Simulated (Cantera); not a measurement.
# NO annealing gas

An isothermal, constant-pressure homogeneous reactor starts with NO : N2 = 1 : 5.8 (molar parts), at 1550 K and 0.430 bar.

Model: GRI-Mech 3.0 (53 species, 325 reactions), integrated in Cantera.

```json
[
 {"t (s)": "2.00e-5", "x NO": "0.147", "x NO2": "1.70e-10", "x O2": "<1e-12", "x N2": "0.853", "x O": "3.02e-9", "x N2O": "3.19e-9"},
 {"t (s)": "6.54e-5", "x NO": "0.147", "x NO2": "1.67e-9", "x O2": "1.78e-12", "x N2": "0.853", "x O": "8.77e-9", "x N2O": "1.04e-8"},
 {"t (s)": "0.000214", "x NO": "0.147", "x NO2": "1.41e-8", "x O2": "1.52e-11", "x N2": "0.853", "x O": "2.02e-8", "x N2O": "3.41e-8"},
 {"t (s)": "0.000700", "x NO": "0.147", "x NO2": "8.31e-8", "x O2": "9.89e-11", "x N2": "0.853", "x O": "2.94e-8", "x N2O": "1.11e-7"},
 {"t (s)": "0.00229", "x NO": "0.147", "x NO2": "3.40e-7", "x O2": "5.49e-10", "x N2": "0.853", "x O": "3.41e-8", "x N2O": "3.56e-7"},
 {"t (s)": "0.00749", "x NO": "0.147", "x NO2": "1.23e-6", "x O2": "4.22e-9", "x N2": "0.853", "x O": "4.79e-8", "x N2O": "1.10e-6"},
 {"t (s)": "0.0245", "x NO": "0.147", "x NO2": "4.57e-6", "x O2": "6.44e-8", "x N2": "0.853", "x O": "9.58e-8", "x N2O": "3.04e-6"},
 {"t (s)": "0.0801", "x NO": "0.147", "x NO2": "1.61e-5", "x O2": "1.64e-6", "x N2": "0.853", "x O": "2.41e-7", "x N2O": "6.09e-6"},
 {"t (s)": "0.262", "x NO": "0.147", "x NO2": "2.87e-5", "x O2": "2.39e-5", "x N2": "0.853", "x O": "3.86e-7", "x N2O": "7.37e-6"},
 {"t (s)": "0.857", "x NO": "0.147", "x NO2": "3.07e-5", "x O2": "0.000119", "x N2": "0.853", "x O": "4.10e-7", "x N2O": "7.38e-6"},
 {"t (s)": "2.80", "x NO": "0.146", "x NO2": "3.47e-5", "x O2": "0.000430", "x N2": "0.853", "x O": "4.62e-7", "x N2O": "7.31e-6"},
 {"t (s)": "9.17", "x NO": "0.144", "x NO2": "4.52e-5", "x O2": "0.00143", "x N2": "0.854", "x O": "6.00e-7", "x N2O": "7.10e-6"},
 {"t (s)": "30.0", "x NO": "0.138", "x NO2": "6.61e-5", "x O2": "0.00456", "x N2": "0.858", "x O": "9.01e-7", "x N2O": "6.49e-6"}
]
```
x: mole fraction; the columns are a selection and need not sum to one.

Equilibrium at this temperature and pressure: NO 0.000996, NO2 1.77e-6, O2 0.0730, N2 0.926, O 3.25e-6, N2O 4.28e-8 (gas phase only).
